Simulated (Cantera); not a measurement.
An adiabatic, constant-volume homogeneous reactor starts with CO : H2 : O2 : N2 = 1 : 0.29 : 1.29 : 4.85 (molar parts), equivalence ratio 0.50, at 1025 K and 3750 Torr. Integrator tolerance rtol = 1e-08.

Detailed kinetics in Cantera: GRI-Mech 3.0 (53 species, 325 reactions). The hydrogen kinetics of GRI-Mech 3.0 are dated; newer H2 mechanisms differ, most at raised pressure.

### Question
What does this change do: pressure from 3750 Torr to 20300 Torr?

### Answer
```tsv
quantity	before	after
time of steepest temperature rise	2.33 ms	2.44 ms
temperature at 1.00 s	2534 K	2569 K
equilibrium temperature	2534 K	2569 K
x(CO) at 1.00 s	0.00621 (gas-phase equilibrium 0.00621)	0.00327 (gas-phase equilibrium 0.00327)
x(H2) at 1.00 s	0.000281 (gas-phase equilibrium 0.000281)	0.000145 (gas-phase equilibrium 0.000145)
x(O2) at 1.00 s	0.0884 (gas-phase equilibrium 0.0884)	0.0873 (gas-phase equilibrium 0.0873)
x(H2O) at 1.00 s	0.0399 (gas-phase equilibrium 0.0399)	0.0408 (gas-phase equilibrium 0.0408)
x(O) at 1.00 s	0.00152 (gas-phase equilibrium 0.00152)	0.000762 (gas-phase equilibrium 0.000762)
```
The pressure lies above the range GRI-Mech 3.0 was tuned for (to about 10 atm).

### Question
What does this change do: pressure from 3750 Torr to 383 Torr?

### Answer
```csv
quantity,before,after
time of steepest temperature rise,2.33 ms,0.468 ms
temperature at 1.00 s,2534 K,2459 K
equilibrium temperature,2534 K,2459 K
x(CO) at 1.00 s,0.00621 (gas-phase equilibrium 0.00621),0.0124 (gas-phase equilibrium 0.0124)
x(H2) at 1.00 s,0.000281 (gas-phase equilibrium 0.000281),0.000587 (gas-phase equilibrium 0.000587)
x(O2) at 1.00 s,0.0884 (gas-phase equilibrium 0.0884),0.0908 (gas-phase equilibrium 0.0908)
x(H2O) at 1.00 s,0.0399 (gas-phase equilibrium 0.0399),0.0384 (gas-phase equilibrium 0.0384)
x(O) at 1.00 s,0.00152 (gas-phase equilibrium 0.00152),0.00337 (gas-phase equilibrium 0.00337)
```
